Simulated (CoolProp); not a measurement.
n-perfluorohexane along the isobar 0.0525 MPa: density (kg/m³) from the reference equation and from simpler models built on Tc = 448.0 K, pc = 1.742 MPa, ω = 0.497; each cubic takes its own stable root.

Computed with CoolProp (reference Helmholtz-energy equation of state, Gao 2022).

```
T (K)   phase  reference
-----  ------  ---------
294    liquid       1688
311.3  liquid       1637
328.7     gas      6.708
346       gas      6.337
363.3     gas      6.010
380.7     gas      5.715
398       gas      5.451
415.3     gas      5.212
432.7     gas      4.993
450       gas      4.794
```

Question: How far does each simpler model (van der Waals, Redlich-Kwong, Soave-Redlich-Kwong, Peng-Robinson) lie from the reference over these 10 states: mean and median of the absolute difference, and the worst?

Answer: 
- van der Waals: mean 20.4 %, median 0.7 %, worst -99.6 % at 311.3 K and 0.0525 MPa
- Redlich-Kwong: mean 20.1 %, median 0.3 %, worst -99.6 % at 311.3 K and 0.0525 MPa
- Soave-Redlich-Kwong: mean 2.7 %, median 0.1 %, worst -13.3 % at 311.3 K and 0.0525 MPa
- Peng-Robinson: mean 0.5 %, median 0.1 %, worst -2.0 % at 311.3 K and 0.0525 MPa

At some of these states van der Waals, Redlich-Kwong gives the other phase, because its saturation line lies elsewhere.
